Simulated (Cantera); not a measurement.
Cantera with NASA thermochemical tables; ideal gases at 1 bar, condensed phases pure. Values are per mole of reaction as written; species without (g) are pure solids or liquids, kept so even where they would boil at 1 bar.

NO2(g) = NO(g) + O(g)

```csv
T (K),ΔH° (kJ),ΔS° (J/K),ΔG° (kJ),log10 K
950,310.5,140.6,176.9,-9.73
1050,310.7,140.8,162.9,-8.10
1150,310.9,140.9,148.8,-6.76
1250,___,___,___,___
1350,311.1,141.1,120.6,-4.67
1450,___,___,___,___
```

Q: Fill in the missing entries.

A: 
- 1250, ΔH° (kJ): 311.0
- 1250, ΔS° (J/K): 141.0
- 1250, ΔG° (kJ): 134.7
- 1250, log10 K: -5.63
- 1450, ΔH° (kJ): 311.1
- 1450, ΔS° (J/K): 141.2
- 1450, ΔG° (kJ): 106.5
- 1450, log10 K: -3.83
